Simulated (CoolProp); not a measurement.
Aqueous ethanol as a coolant, at -10 °C, 1 atm.

Values from CoolProp's Melinder's fits for secondary coolants.

| mass % | freezing point (°C) | Prandtl number | conductivity (W/(m K)) | density (kg/m³) | cp (kJ/(kg K)) |
|---|---|---|---|---|---|
| 21 | -11.9 | 99.8 | 0.434 | (withheld) | 4.364 |
| 24.9 | -15.4 | (withheld) | 0.415 | (withheld) | 4.272 |
| 28.8 | -19.0 | 126 | 0.397 | 970.6 | (withheld) |
| 32.8 | -22.8 | 134 | 0.379 | 966.3 | 4.035 |
| 36.7 | -26.5 | 137 | 0.362 | 961.1 | 3.909 |
| 40.6 | -30.1 | 137 | 0.345 | 955.1 | 3.786 |
| 44.6 | -33.5 | 133 | 0.330 | (withheld) | 3.666 |
| 48.5 | (withheld) | 127 | 0.315 | (withheld) | 3.555 |

Problem. What belongs in the gaps?

Solution. 
- 21, density (kg/m³): 976.9
- 24.9, Prandtl number: 115
- 24.9, density (kg/m³): 974.1
- 28.8, cp (kJ/(kg K)): 4.161
- 44.6, density (kg/m³): 948.0
- 48.5, freezing point (°C): -36.5
- 48.5, density (kg/m³): 940.3
